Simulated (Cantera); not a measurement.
Charge: 1 mol SiCl4, 0.044 mol CH4, 16 mol H2, held at 0.100 bar.

Cantera equilibrium calculation (NASA polynomials, part measured and part estimated; ideal gas, pure solids and liquids). Candidate condensed phases: C, C6H6, C7H8, C8H18, Si, SiC; 109 gas species. Mutual solubility and eutectic melting of coexisting phases are not modelled. The tables' values for SiCl3, SiCl are old estimates; treat these amounts as uncertain. Gases not in the tables: Si2H6 and higher silanes. Equilibrium is a limit: real reactors are often held back by kinetics, nucleation or transport. All values below are at 1700 °C.

Base state: H2 0.823, HCl 0.125, SiCl2 0.0467, H 0.00387, SiCl3 0.000514, SiCl 0.000465, Cl 0.000438, Si 0.000316 (mole fractions); condensed: Si(l) + SiC(s).

Q: What changes in the equilibrium state with this change: H2 from 16 to 330 mol?

A: 
```json
[
 {"species": "H2", "before": "0.823", "after": "0.984"},
 {"species": "HCl", "before": "0.125", "after": "0.0113"},
 {"species": "H", "before": "0.00387", "after": "0.00423"},
 {"species": "SiCl2", "before": "0.0467", "after": "0.000321"},
 {"species": "SiCl3", "before": "0.000514", "after": "2.92e-7"},
 {"species": "SiHCl3", "before": "1.65e-5", "after": "1.03e-8"},
 {"species": "SiCl", "before": "0.000465", "after": "3.85e-5"},
 {"species": "Cl", "before": "0.000438", "after": "3.63e-5"},
 {"species": "Si(l), mol", "before": "0.0824", "after": "0.674"},
 {"species": "SiC(s), mol", "before": "0.0438", "after": "0.0396"}
]
```
The tables' values for SiCl are old estimates; treat these amounts as uncertain.
